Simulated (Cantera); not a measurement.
Feed: 1 mol CH3SiH3, 0.55 mol CH4, 420 mol H2, equilibrated at 16.0 mbar.

These are equilibrium values from Cantera (NASA tables, ideal gas, pure condensed phases), not measurements of a reactor. Candidate condensed phases: C, C6H6, C7H8, C8H18, Si, SiC; 87 gas species. The feed counts by its element totals alone. Gases not in the tables: Si2H6 and higher silanes. Equilibrium is a limit: real reactors are often held back by kinetics, nucleation or transport.

Which condensed phases are stable at each of these points (T (K)): 900, 1050, 1200, 1350, 1500, 1650, 1800, 1950, 2100, 2250?


```csv
T (K),condensed phases,Si condensed (%)
900,SiC(s),100.0
1050,C(graphite) + SiC(s),100.0
1200,C(graphite) + SiC(s),100.0
1350,C(graphite) + SiC(s),100.0
1500,C(graphite) + SiC(s),100.0
1650,C(graphite) + SiC(s),100.0
1800,C(graphite) + SiC(s),99.7
1950,C(graphite) + SiC(s),96.5
2100,SiC(s),60.4
2250,gas only,0.0
```

At 900 K the condensed part is SiC(s). From 1050 K to 1950 K the condensed part is C(graphite) + SiC(s). At 2100 K the condensed part is SiC(s). At 2250 K nothing is condensed.
